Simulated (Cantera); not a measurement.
A closed system holds: 1 mol HI, 0.075 mol H2, 9.6 mol N2, at 10.0 mbar.

Equilibrium computed with Cantera from the NASA thermochemical tables; the gas is ideal and each condensed phase is pure. Candidate condensed phases: I2; 23 gas species. Ions and electrons are included (thermal ionisation). Equilibrium is a limit: real reactors are often held back by kinetics, nucleation or transport.

### Question
At 4250 K, list the 5 most abundant gas species with their mole fractions, and the condensed phases.

### Answer
N2 0.783, H 0.0960, I 0.0835, N 0.0371, H2 1.60e-5. Condensed: gas only.
